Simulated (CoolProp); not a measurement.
A Linde-Hampson liquefier for dry air: isothermal reversible compression at 230 K from 1 atm to 25 MPa, throttling to 1 atm, return gas leaving the recuperator 2 K below the feed. Each further row changes one setting.

Computed with CoolProp (reference Helmholtz-energy equation of state, Lemmon 2000). It is a pseudo-pure fit of the blend.

| case | liquid yield per pass | compression work (kJ/kg of gas) |
|---|---|---|
| as stated | 0.188 | 351 |
| high pressure 50 MPa | 0.201 | [?] |
| warm-end temperature 260 K | 0.134 | [?] |
| warm-end gap 7 K | [?] | 351 |

Problem. Some entries are withheld; supply them.

Solution. 
- high pressure 50 MPa, compression work (kJ/kg of gas): 403
- warm-end temperature 260 K, compression work (kJ/kg of gas): 405
- warm-end gap 7 K, liquid yield per pass: 0.176
